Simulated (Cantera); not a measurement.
Cantera run:

```python
import numpy as np
import cantera as ct

gas_names = """
    H HNO HNO2 HNO3 HO2 H2 H2O H2O2 N NH NH2 NH3 NH2OH NO NO2 NO3 N2 N2H2 N2H4 N2O O OH O2 O3 V VN VO
    VO2
""".split()
cond_names = """
    H2O(s) H2O(L) V(cr) V(L) VN(s) VO(s) VO(L) V2O3(s) V2O3(L) V2O4(I) V2O4(II) V2O4(L) V2O5(s) V2O5(L)
""".split()


# ... load() reads the species with a 1 bar reference pressure and builds the phases ...
atoms = {
    'V': {'V': 1},
    'H2O': {'H': 2, 'O': 1},
    'H2': {'H': 2},
    'NH3': {'N': 1, 'H': 3},
}
top_T = {'VN(s)': 2300}  # K; cautious upper limits of use, not melting points


# ... equilibrate(T, P, feed) seeds the gas with the atoms and calls Mixture.equilibrate('TP', solver="vcs", rtol=1e-11, max_steps=5000) ...
results = []
feed = {'V': 1, 'H2O': 11, 'H2': 260, 'NH3': 5.7}  # mol
T = 1125  # K
P = 1000  # Pa
mix = equilibrate(T, P, feed)
results.append((T, P, feed, dict(zip(mix.species_names, mix.species_moles))))
x = sorted(zip(gas.X, gas.species_names), reverse=True)
print(f"T = {T:g} K  P = {P:g} Pa  gas = {mix.phase_moles(0):.4g} mol")
print("   x: " + "  ".join(f"{s} {v:.3e}" for v, s in x if v > 0.0001))
print("   condensed (mol): " + ("  ".join(f"{mix.phase(i).name} {mix.phase_moles(i):.4g}"
      for i in range(1, mix.n_phases) if mix.phase_moles(i) > 1e-12) or "none"))
```

Result:

```
T = 1125 K  P = 1000 Pa  gas = 282.4 mol
   x: H2 9.563e-01  H2O 3.364e-02  N2 1.009e-02
   condensed (mol): V2O3(s) 0.5
```

Method: chemical equilibrium by Gibbs-energy minimisation in Cantera with the NASA 1993 tables (ideal gas, pure condensed phases). Condensed phases not in the tables: the oxides between V2O3 and V2O5 other than VO2.
